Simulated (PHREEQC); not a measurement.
1 kg of water holding 0.17 mol/kgw NaCl, 0.45 mol/kgw MgSO4, 0.0085 mol/kgw K2SO4 and 0.034 mol/kgw Na2SO4 is evaporated at 60 °C; the solids stay in contact with the brine. No CO2 enters from the air. The run lets Arcanite, Bischofite, Bloedite, Brucite, Carnallite, Epsomite, Glaserite, Halite, Hexahydrite, Kainite, Kieserite, Leonite, Mirabilite, Misenite, Schoenite, Sylvite, Thenardite, MgCl2_4H2O precipitate or redissolve, and no other solid.

All values are PHREEQC results (Pitzer model, pitzer.dat), not measurements.

| water left (kg) | ionic strength | water activity | Na in solution (mol/kgw) | S in solution (mol/kgw) | Mg in solution (mol/kgw) |
|---|---|---|---|---|---|
| 1 | 2.10 | 0.985 | 0.238 | 0.492 | 0.450 |
| 0.8219 | 2.55 | [?] | 0.290 | 0.599 | 0.548 |
| 0.6755 | 3.11 | [?] | 0.352 | 0.729 | 0.666 |
| 0.5552 | 3.78 | [?] | 0.429 | 0.887 | 0.811 |
| 0.4563 | 4.60 | [?] | 0.522 | 1.08 | 0.986 |
| 0.375 | 5.59 | [?] | 0.635 | 1.31 | 1.20 |
| 0.3082 | 6.80 | 0.943 | 0.772 | 1.60 | 1.46 |
| 0.2533 | 8.28 | [?] | 0.939 | 1.94 | 1.78 |
| 0.2082 | 10.1 | [?] | 1.14 | 2.37 | 2.16 |
| 0.1711 | 12.3 | [?] | 1.39 | 2.88 | 2.63 |
| 0.1407 | 14.9 | 0.820 | 1.69 | 3.50 | 3.20 |

Problem. Some entries are withheld; supply them.

Solution. 
- 0.8219, water activity: 0.981
- 0.6755, water activity: 0.977
- 0.5552, water activity: 0.972
- 0.4563, water activity: 0.965
- 0.375, water activity: 0.955
- 0.2533, water activity: 0.925
- 0.2082, water activity: 0.901
- 0.1711, water activity: 0.867

Species that the database lacks are ignored. Away from 25 °C the constants follow the database's enthalpies or fits; those with neither stay at their 25 °C values.
